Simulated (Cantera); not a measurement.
An adiabatic, constant-pressure homogeneous reactor starts with C3H8 : O2 : N2 = 1 : 6.76 : 25.4 (molar parts), at 1500 K and 0.580 bar. Integrator tolerance rtol = 1e-08.

Detailed kinetics in Cantera: GRI-Mech 3.0 (53 species, 325 reactions). GRI-Mech 3.0 was tuned for natural gas; its chemistry of propane as a main component is partial and can be far from experiment.

What does this change do: pressure from 0.580 bar to 1.01 bar?


```
quantity                                                          before                                  after
---------------------------------  -------------------------------------  -------------------------------------
time of steepest temperature rise                               0.110 ms                                76.7 µs
temperature at 1.00 s                                             2614 K                                 2646 K
equilibrium temperature                                           2614 K                                 2646 K
x(C3H8) at 1.00 s                  <1e-12 (gas-phase equilibrium <1e-12)  <1e-12 (gas-phase equilibrium <1e-12)
x(O2) at 1.00 s                    0.0515 (gas-phase equilibrium 0.0515)  0.0506 (gas-phase equilibrium 0.0506)
x(NO) at 1.00 s                    0.0132 (gas-phase equilibrium 0.0132)  0.0138 (gas-phase equilibrium 0.0138)
x(CH2CO) at 1.00 s                 <1e-12 (gas-phase equilibrium <1e-12)  <1e-12 (gas-phase equilibrium <1e-12)
x(C2H4) at 1.00 s                  <1e-12 (gas-phase equilibrium <1e-12)  <1e-12 (gas-phase equilibrium <1e-12)
```

What does this change do: 0.38 parts H2 added?


```csv
quantity,before,after
time of steepest temperature rise,0.110 ms,0.103 ms
temperature at 1.00 s,2614 K,2633 K
equilibrium temperature,2614 K,2633 K
x(C3H8) at 1.00 s,<1e-12 (gas-phase equilibrium <1e-12),<1e-12 (gas-phase equilibrium <1e-12)
x(O2) at 1.00 s,0.0515 (gas-phase equilibrium 0.0515),0.0473 (gas-phase equilibrium 0.0473)
x(NO) at 1.00 s,0.0132 (gas-phase equilibrium 0.0132),0.0130 (gas-phase equilibrium 0.0130)
x(CH2CO) at 1.00 s,<1e-12 (gas-phase equilibrium <1e-12),<1e-12 (gas-phase equilibrium <1e-12)
x(C2H4) at 1.00 s,<1e-12 (gas-phase equilibrium <1e-12),<1e-12 (gas-phase equilibrium <1e-12)
```
